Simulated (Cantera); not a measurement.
Input: 1 mol Al, 0.034 mol HCl, 4 mol H2, 0.39 mol Cl2, held at 6750 Torr.

Cantera equilibrium calculation (NASA polynomials, part measured and part estimated; ideal gas, pure solids and liquids). Candidate condensed phases: Al, AlCl3; 12 gas species. The numbers say what is thermodynamically allowed, not how fast it happens.

**Question.** Which condensed phases are stable at each of these points (T (°C)): 575, 675, 775, 875, 975, 1075, 1175?

**Answer.** 
```tsv
T (°C)	condensed phases	Al condensed (%)
575	Al(s)	72.9
675	Al(l)	72.8
775	Al(l)	72.5
875	Al(l)	71.5
975	Al(l)	69.2
1075	Al(l)	64.6
1175	Al(l)	56.8
```

At 575 °C the condensed part is Al(s). From 675 °C to 1175 °C the condensed part is Al(l).
